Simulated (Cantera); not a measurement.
Charge: 1 mol SiO₂, 1.9 mol CH₄, 1.2 mol CO, equilibrated at 160 Pa.

Equilibrium computed with Cantera from the NASA thermochemical tables; the gas is ideal and each condensed phase is pure. Candidate condensed phases: C, C₆H₆, C₇H₈, C₈H₁₈, H₂O, Si, SiC, SiO₂; 123 gas species. Gases not in the tables: Si₂H₆ and higher silanes. The numbers say what is thermodynamically allowed, not how fast it happens. All values below are at 1850 °C.

Base state: H₂ 0.477, CO 0.371, H 0.0619, SiO 0.0567, Si 0.0317, Si₂C 0.00141, SiH 0.000452, SiC₂ 0.000179 (mole fractions); condensed: SiC(s).

### Question
What changes in the equilibrium state with this change: SiO₂ replaced by Fe₂O₃?

### Answer
```csv
species,before,after
CO,0.371,0.319
H₂,0.477,0.295
Fe,0,0.217
H₂O,7.42e-8,0.0957
SiO,0.0567,0
Si,0.0317,0
CO₂,1.15e-8,0.0206
H,0.0619,0.0487
FeO,0,0.00185
OH,1.19e-9,0.00195
"SiC(s), mol",0.310,0
```
Further candidate phases: Fe, Fe(CO)₅, FeO, Fe(OH)₂, Fe(OH)₃, Fe₂O₃, Fe₃O₄.
